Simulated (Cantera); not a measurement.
A freely propagating, adiabatic, planar premixed flame of 32.9 % H2, 12.7 % O2, 54.4 % N2, unburnt at 500 K and 1.00 bar; mixture-averaged transport, grid criteria slope 0.08 and curve 0.16, no radiation.

Cantera simulation using the H2/O2 subset of GRI-Mech 3.0, which has no nitrogen chemistry; the numbers are that mechanism's predictions, not measurements. Burning velocities carry a grid error of a few per cent, more on coarse grids.

x: mole fraction of selected species; z is measured from the peak of heat release.

```tsv
z (mm)	T (K)	u (m/s)	x H2	x O2	x OH	x H	x H2O2	x O
-1.32	500	5.63	0.329	0.127	<1e-8	<1e-8	<1e-8	<1e-8
-0.878	500	5.63	0.329	0.127	<1e-8	<1e-8	<1e-8	<1e-8
-0.658	500	5.63	0.329	0.127	<1e-8	<1e-8	<1e-8	<1e-8
-0.439	500	5.63	0.329	0.127	<1e-8	<1e-8	<1e-8	<1e-8
-0.219	512	5.74	0.326	0.127	2.43e-5	4.74e-5	3.77e-6	3.64e-6
-0.110	740	8.10	0.293	0.122	0.000845	0.00515	2.91e-5	0.000227
0	[?]	12.6	[?]	[?]	[?]	[?]	[?]	[?]
0.110	1501	15.7	0.104	0.0308	0.00709	0.0654	2.44e-6	0.00760
0.219	1645	17.1	0.0808	0.0135	0.00946	0.0666	1.56e-6	0.00727
0.439	1787	18.4	0.0792	0.00851	0.0110	0.0557	8.69e-7	0.00610
0.878	1931	19.7	0.0814	[?]	0.0115	[?]	[?]	[?]
1.76	2067	20.8	0.0825	0.00394	0.0108	0.0302	2.48e-7	0.00285
3.51	2181	21.8	0.0828	0.00218	0.00899	0.0203	1.42e-7	0.00154
```

Problem. What belongs in the gaps?

Solution. 
- 0, T (K): 1191
- 0, x H2: 0.194
- 0, x O2: 0.0856
- 0, x OH: 0.00269
- 0, x H: 0.0370
- 0, x H2O2: 4.32e-6
- 0, x O: 0.00392
- 0.878, x O2: 0.00614
- 0.878, x H: 0.0424
- 0.878, x H2O2: 4.58e-7
- 0.878, x O: 0.00449
